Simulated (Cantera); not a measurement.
# Ignition delay

Mixture: CO : H₂ : CH₄ : O₂ : N₂ : H₂O = 1 : 0.081 : 0.041 : 0.622 : 2.34 : 0.12 (molar parts), at 100000 Pa, adiabatic and at constant pressure. Ignition delay is the time to a rise of 400 K.

Cantera simulation using GRI-Mech 3.0 (53 species, 325 reactions); the numbers are that mechanism's predictions, not measurements. Below about 1000 K GRI-Mech 3.0 lacks low-temperature oxidation paths. Where the delays flatten at high temperature, the 400 K rule measures the pace of heat release, not the induction time.

| T0 (K) | delay (ms) |
|---|---|
| 950 | 8.88 |
| 1050 | 0.904 |
| 1150 | 0.274 |
| 1250 | 0.144 |
| 1350 | 0.0963 |
| 1450 | 0.0732 |
| 1550 | 0.0610 |
